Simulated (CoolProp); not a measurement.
Vapour-liquid equilibrium of R124 (1) + R142b (2) at 263.1 K; x and y are mole fractions of (1).

Model: multi-fluid Helmholtz-energy mixture model, de Vries 1995 and Lemmon 2006; pair parameters Bell 2016, in CoolProp.

```
x     bubble pressure (MPa)  y at the bubble point  dew pressure at overall composition x (MPa)  liquid density (mol/L)
----  ---------------------  ---------------------  -------------------------------------------  ----------------------
0.05                0.09794                  0.053                                      0.09792                   11.83
0.15                    [?]                  0.159                                      0.09860                   11.71
0.25                0.09937                  0.263                                      0.09928                   11.60
0.35                 0.1001                    [?]                                       0.1000                   11.48
0.45                 0.1010                    [?]                                          [?]                   11.37
0.55                 0.1020                  0.575                                       0.1018                   11.26
0.65                 0.1033                  0.677                                          [?]                   11.14
0.75                 0.1047                    [?]                                          [?]                     [?]
0.85                 0.1065                  0.871                                       0.1061                   10.92
0.95                 0.1086                  0.959                                       0.1083                   10.81
```

Problem. What belongs in the gaps?

Solution. 
- 0.15, bubble pressure (MPa): 0.09866
- 0.35, y at the bubble point: 0.367
- 0.45, y at the bubble point: 0.471
- 0.45, dew pressure at overall composition x (MPa): 0.1008
- 0.65, dew pressure at overall composition x (MPa): 0.1029
- 0.75, y at the bubble point: 0.776
- 0.75, dew pressure at overall composition x (MPa): 0.1043
- 0.75, liquid density (mol/L): 11.03

No azeotrope shows between x = 0.05 and 0.95.

Pair parameters are fitted to limited data, so mixtures are less certain than the pure fluids.
